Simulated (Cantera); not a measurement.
Equilibrium for fluorocarbon and chlorocarbon gases: CH₃F + HCl

Charge: 1 mol CH₃F, 0.026 mol HCl, held at 2350 °C.

These are equilibrium values from Cantera (NASA tables, ideal gas, pure condensed phases), not measurements of a reactor. Candidate condensed phases: C, C₆H₆, C₇H₈, C₈H₁₈; 118 gas species. Rates play no part.

| P (Pa) | x H | x HF | x H₂ | x F | x C₃ | x C | x HCl | x C₂ | n C(graphite) |
|---|---|---|---|---|---|---|---|---|---|
| 1 | 0.621 | 0.137 | 0.00217 | 0.112 | 0.0599 | 0.0484 | 3.26e-5 | 0.00975 | 0 |
| 10 | 0.614 | 0.288 | 0.0212 | 0.0236 | 0.0308 | 0.00835 | 0.000383 | 0.00290 | 0.644 |
| 100 | 0.482 | 0.366 | 0.131 | 0.00382 | 0.00308 | 0.000835 | 0.00269 | 0.000290 | 0.953 |
| 1000 | 0.236 | 0.433 | 0.313 | 0.000925 | 0.000308 | 8.35e-5 | 0.00739 | 2.90e-5 | 0.970 |
| 10000 | 0.0865 | 0.471 | 0.422 | 0.000274 | 3.08e-5 | 8.35e-6 | 0.0107 | 2.90e-6 | 0.967 |
| 100000 | 0.0287 | 0.486 | 0.464 | 8.53e-5 | 3.08e-6 | 8.35e-7 | 0.0121 | 2.90e-7 | 0.965 |
x: gas mole fraction; n: condensed amount in mol.

At 1.00e-5 bar nothing is condensed. From 0.000100 bar to 1.00 bar the condensed part is C(graphite). The main C-bearing gas is C₃ at 1.00e-5 bar and C₂H₂ (acetylene) at 1.00 bar. The share of C in condensed phases is highest at 0.0100 bar (97.0 %) and lowest at 1.00e-5 bar (0.0 %).
